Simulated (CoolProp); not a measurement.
R1224YDZ along the isotherm 473.1 K: fugacity coefficient from the reference equation and from simpler models built on Tc = 428.7 K, pc = 3.334 MPa, ω = 0.325; each cubic takes its own stable root.

Values from CoolProp's reference Helmholtz-energy equation of state, Akasaka 2023.

| p (MPa) | phase | reference | Redlich-Kwong | Peng-Robinson |
|---|---|---|---|---|
| 1.67 | gas | 0.8811 | 0.8758 | 0.8695 |
| 3.33 | gas | 0.7699 | 0.7585 | 0.7514 |
| 5 | supercritical | 0.6649 | 0.6451 | 0.6443 |
| 6.67 | supercritical | 0.5685 | 0.5507 | 0.5558 |
| 8.34 | supercritical | 0.4979 | 0.4868 | 0.4923 |
| 10 | supercritical | 0.4498 | 0.4436 | 0.4480 |
| 11.7 | supercritical | 0.4149 | (withheld) | 0.4152 |
| 13.3 | supercritical | 0.3909 | 0.3911 | 0.3923 |
| 15 | supercritical | (withheld) | 0.3743 | (withheld) |
| 16.7 | supercritical | 0.3577 | 0.3620 | 0.3600 |

Problem. Complete the blanks.

Solution. 
- 11.7, Redlich-Kwong: 0.4124
- 15, reference: 0.3719
- 15, Peng-Robinson: 0.3740
